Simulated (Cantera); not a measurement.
## Thermodynamics of chemical vapour transport, feed AlN + Br2 + H2

Charge: 1 mol AlN, 0.053 mol Br2, 0.1 mol H2, equilibrated at 100000 Pa.

Equilibrium computed with Cantera from the NASA thermochemical tables; the gas is ideal and each condensed phase is pure. Candidate condensed phases: Al, AlBr3, AlN, Br2; 19 gas species. Rates play no part.

```tsv
T (K)	x H2	x AlBr3	x HBr	x N2	x AlBr	x Al2Br6	x Br	n AlN(s)
873	0.568	0.160	0.180	0.0862	<1e-12	0.00646	6.45e-8	0.974
948	0.570	0.170	0.171	0.0872	8.59e-12	0.00231	3.19e-7	0.973
1023	0.573	0.175	0.162	0.0885	2.44e-10	0.000926	1.25e-6	0.973
1098	0.576	0.178	0.155	0.0896	4.34e-9	0.000418	4.03e-6	0.973
1173	0.579	0.181	0.149	0.0906	5.31e-8	0.000210	1.13e-5	0.972
1248	0.582	0.183	0.144	0.0915	4.78e-7	0.000115	2.78e-5	0.972
1323	0.584	0.184	0.140	0.0922	3.34e-6	6.78e-5	6.22e-5	0.972
1398	0.586	0.186	0.136	0.0928	1.88e-5	4.25e-5	0.000128	0.972
1473	0.587	0.187	0.133	0.0933	8.88e-5	2.81e-5	0.000244	0.971
1548	0.588	0.187	0.130	0.0938	0.000359	1.94e-5	0.000439	0.971
1623	0.589	0.187	0.127	0.0944	0.00127	1.38e-5	0.000748	0.971
1698	0.588	0.187	0.125	0.0953	0.00399	1.01e-5	0.00122	0.971
1773	0.585	0.183	0.122	0.0972	0.0112	7.36e-6	0.00190	0.970
```
x: gas mole fraction; n: condensed amount in mol.

From 873 K to 1773 K the condensed part is AlN(s). The main Al-bearing gas is AlBr3 throughout.
